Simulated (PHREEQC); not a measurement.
PHREEQC input (Pitzer model, pitzer.dat):

```
SOLUTION 1
  temp 25
  units mol/kgw
  pH 7 charge
  S(6) 0.31
  Na 0.6244
  Cl 0.0044
END
USE solution 1
INCREMENTAL_REACTIONS false
REACTION 1
  H2O -1
  0 9.886 18.011 24.689 30.178 34.689 38.397 41.444
  43.949 46.007 47.699 49.089 50.232 51.172 51.944 moles
EQUILIBRIUM_PHASES 1
  Halite 0 0
  Mirabilite 0 0
  Thenardite 0 0
SELECTED_OUTPUT 1
  -reset false
  -pH true
  -pe true
  -ionic_strength true
  -water true
  -activities H2O
  -totals Cl Na S
  -molalities H+ Na+ Cl- SO4-2 OH- HSO4-
  -equilibrium_phases Halite Mirabilite Thenardite
PRINT
  -reset false
END
```

Selected output (columns that matter, 15 of 15 rows; water left (kg) added in front):

```
water left (kg)	pH	mu	Cl	Na	S	m_H+	m_Na+	m_Cl-	m_SO4-2	m_OH-	la_H2O	Mirabilite
1	7.3142	0.9344	0.0044	0.6244	0.31	9.9967e-08	0.6244	0.0044	0.31	3.4677e-07	-0.0052938	0
0.821894	7.3248	1.1369	0.0053535	0.75971	0.37718	1.0125e-07	0.75971	0.0053535	0.37718	3.6256e-07	-0.0063238	0
0.675514	7.3347	1.3832	0.0065136	0.92433	0.45891	1.0241e-07	0.92433	0.0065136	0.45891	3.7787e-07	-0.0075487	0
0.555203	7.3439	1.683	0.007925	1.1246	0.55835	1.0324e-07	1.1246	0.007925	0.55835	3.9233e-07	-0.0090069	0
0.456313	7.3524	2.0477	0.0096425	1.3684	0.67936	1.0347e-07	1.3684	0.0096425	0.67936	4.0549e-07	-0.010748	0
0.375043	7.3603	2.4914	0.011732	1.6649	0.82657	1.0272e-07	1.6649	0.011732	0.82657	4.1685e-07	-0.012837	0
0.30824	7.3677	3.0314	0.014275	2.0257	1.0057	1.0053e-07	2.0257	0.014275	1.0057	4.2586e-07	-0.015364	0
0.253345	7.3746	3.6883	0.017368	2.4646	1.2236	9.6352e-08	2.4646	0.017368	1.2236	4.3189e-07	-0.018455	0
0.208215	7.3812	4.4877	0.021132	2.9988	1.4888	8.9595e-08	2.9988	0.021132	1.4888	4.3438e-07	-0.022296	0
0.171138	7.3879	5.4599	0.02571	3.6485	1.8114	7.9796e-08	3.6485	0.02571	1.8114	4.329e-07	-0.027155	0
0.130381	7.3899	5.8545	0.033747	3.9143	1.9403	7.5399e-08	3.9143	0.033747	1.9403	4.3099e-07	-0.02928	0.057029
0.0917506	7.3887	5.8534	0.047956	3.9183	1.9352	7.5104e-08	3.9183	0.047956	1.9352	4.3012e-07	-0.029453	0.13245
0.0599862	7.3866	5.8516	0.07335	3.9255	1.9261	7.4578e-08	3.9255	0.07335	1.9261	4.2857e-07	-0.029763	0.19446
0.0338657	7.3819	5.8485	0.12992	3.9423	1.9062	7.3416e-08	3.9423	0.12992	1.9062	4.2512e-07	-0.03046	0.24545
0.0124267	7.3632	5.8473	0.35408	4.0162	1.8311	6.8931e-08	4.0162	0.35408	1.8311	4.1151e-07	-0.033304	0.28725
```

Complexes and solids missing from the database can't appear.
